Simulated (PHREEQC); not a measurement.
Make-up at 40 °C: 0.0063 mol/kgw Sr(NO3)2. It is in equilibrium with CO2 at log p = -2 (atm). Otherwise closed; pH follows from the charge balance.

The numbers come from PHREEQC with the ion-association model, wateq4f.dat.

This is a speciation only: nothing precipitates in the calculation.

What pH does the model give?

pH 4.94.

In which forms is C present?

CO2 95 %, HCO3- 4.8 % of the C.

Species that the database lacks are ignored. At this temperature some constants are extrapolated from 25 °C, and those without enthalpy data are left unchanged.
